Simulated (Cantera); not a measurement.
Feed: 1 mol SiCl₄, 16 mol N₂O, equilibrated at 16000 Pa.

Method: chemical equilibrium by Gibbs-energy minimisation in Cantera with the NASA 1993 tables (ideal gas, pure condensed phases). Candidate condensed phases: Si, SiO₂, Si₂N₂O, Si₃N₄; 23 gas species. The numbers say what is thermodynamically allowed, not how fast it happens. All values below are at 725 K.

Base state: N₂ 0.640, O₂ 0.280, Cl₂ 0.0800 (mole fractions); condensed: SiO₂(α-quartz).

### Question
What changes in the equilibrium state with this change: SiCl₄ replaced by HMDSO?

### Answer
```json
[
 {"species": "N₂", "before": "0.640", "after": "0.541"},
 {"species": "H₂", "before": "0", "after": "0.150"},
 {"species": "CO₂", "before": "0", "after": "0.149"},
 {"species": "O₂", "before": "0.280", "after": "<1e-9"},
 {"species": "H₂O", "before": "0", "after": "0.117"},
 {"species": "Cl₂", "before": "0.0800", "after": "0"},
 {"species": "CO", "before": "0", "after": "0.0253"},
 {"species": "CH₄", "before": "0", "after": "0.0185"},
 {"species": "NH₃", "before": "0", "after": "4.69e-5"},
 {"species": "SiO₂(α-quartz), mol", "before": "1.00", "after": "2.00"},
 {"species": "C(graphite), mol", "before": "0", "after": "0.308"}
]
```
The feed counts by its element totals alone. Further candidate phases: C, C₆H₆, C₇H₈, C₈H₁₈, H₂O, SiC.
